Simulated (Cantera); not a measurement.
Feed: 1 mol Si, 1.3 mol HCl, 3.3 mol H2, 2.9 mol Cl2, at 2.30 bar.

Cantera equilibrium calculation (NASA polynomials, part measured and part estimated; ideal gas, pure solids and liquids). Candidate condensed phases: Si; 19 gas species. The tables' values for SiCl3 are old estimates; treat these amounts as uncertain. Kinetics and transport are ignored. All values below are at 1100 K.

Base state: HCl 0.479, H2 0.367, SiCl4 0.152, SiHCl3 0.00172, SiCl3 0.000105 (mole fractions); condensed: gas only.

What changes in the equilibrium state with this change: Cl2 from 2.9 to 2.3 mol?


| species | before | after |
|---|---|---|
| H2 | 0.367 | 0.505 |
| HCl | 0.479 | 0.326 |
| SiCl4 | 0.152 | 0.165 |
| SiH2Cl2 | 2.33e-6 | 1.03e-5 |
| SiHCl3 | 0.00172 | 0.00378 |
| SiCl3 | 0.000105 | 0.000196 |
